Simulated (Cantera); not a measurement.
Input: 1 mol SiC, 1.3 mol O2, 110 mol H2, at 101000 Pa.

Cantera equilibrium calculation (NASA polynomials, part measured and part estimated; ideal gas, pure solids and liquids). Candidate condensed phases: C, C6H6, C7H8, C8H18, H2O, Si, SiC, SiO2; 123 gas species. Mutual solubility and eutectic melting of coexisting phases are not modelled. The tables hold silica as quartz up to 1696 K and as liquid above; real silica turns to tridymite and cristobalite and melts near 1996 K. The numbers say what is thermodynamically allowed, not how fast it happens.

log p: log10 of the partial pressure in bar; n: condensed amount in mol.

| T (°C) | log p H2 | log p CO | log p CH4 | log p H2O | log p SiO | log p H | log p C2H2 (acetylene) | n SiO2(β-quartz) | n SiC(s) |
|---|---|---|---|---|---|---|---|---|---|
| 900 | 0.00 | -2.32 | -2.35 | -3.13 | -10.93 | -6.93 | -8.50 | 1.00 | 0 |
| 925 | 0.00 | -2.30 | -2.38 | … | … | … | … | 1.00 | 0 |
| 950 | 0.00 | -2.29 | -2.39 | -3.46 | -9.60 | -6.52 | -7.85 | 1.00 | 0 |
| 975 | 0.00 | -2.28 | -2.41 | -3.63 | -8.96 | -6.33 | -7.53 | 1.00 | 0 |
| 1000 | 0.00 | -2.27 | -2.42 | -3.80 | -8.34 | -6.15 | -7.21 | 1.00 | 0 |
| 1025 | 0.00 | -2.27 | -2.42 | -3.97 | -7.74 | -5.97 | -6.90 | 1.000 | 0 |
| 1050 | 0.00 | -2.26 | -2.43 | -4.14 | -7.16 | -5.80 | -6.61 | 1.000 | 0 |
| 1075 | 0.00 | -2.26 | -2.43 | -4.30 | -6.60 | -5.63 | -6.31 | 1.000 | 0 |
| 1100 | 0.00 | -2.26 | -2.43 | -4.45 | -6.06 | -5.48 | -6.03 | 1.000 | 0 |
| 1125 | 0.00 | -2.26 | -2.43 | -4.60 | -5.54 | -5.32 | -5.76 | 1.000 | 0 |
| 1150 | 0.00 | -2.25 | -2.45 | … | … | … | … | 0.996 | … |
| 1175 | 0.00 | -2.20 | -2.60 | -4.68 | -4.77 | -5.03 | -5.57 | 0.957 | 0.0409 |

Task: What belongs in the gaps?

Result: 
- 1150, log p H2O: -4.73
- 1150, log p SiO: -5.05
- 1150, log p H: -5.18
- 1150, log p C2H2 (acetylene): -5.52
- 1150, n SiC(s): 0.00319
- 925, log p H2O: -3.29
- 925, log p SiO: -10.26
- 925, log p H: -6.72
- 925, log p C2H2 (acetylene): -8.17
